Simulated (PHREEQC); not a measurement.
Model water analysis in mg/L, 25 °C, pH 7.1, pe 9:

```
constituent          mg/L
------------------  -----
Na                   18.4
K                     1.5
Ca                   8.12
Mg                   0.23
Cl                   3.92
S(6) as SO4          31.2
Alkalinity as HCO3   34.5
Pb                  0.146
```

Valence states are taken as typed.

Model: ion-association model, wateq4f.dat, run in PHREEQC.

```yaml
ionic_strength: 0.00179 mol/kgw
charge_balance_error: -2.4 %
```

```csv
species,molality,activity,log γ
Na+,0.000799,0.000763,-0.020
HCO3-,0.000562,0.000537,-0.020
SO4-2,0.000315,0.000261,-0.081
Ca+2,0.000193,0.000160,-0.080
Cl-,0.000111,0.000106,-0.021
CO2,9.58e-5,9.58e-5,0.000
K+,3.83e-5,3.65e-5,-0.021
Mg+2,8.95e-6,7.45e-6,-0.080
CaSO4,8.36e-6,8.37e-6,0.000
CaHCO3+,1.15e-6,1.10e-6,-0.020
NaSO4-,1.05e-6,9.99e-7,-0.020
PbCO3,5.12e-7,5.12e-7,0.000
MgSO4,4.56e-7,4.56e-7,0.000
CO3-2,3.81e-7,3.17e-7,-0.080
NaHCO3,2.30e-7,2.30e-7,0.000
```

No solid was allowed to form. Species that the database lacks are ignored.
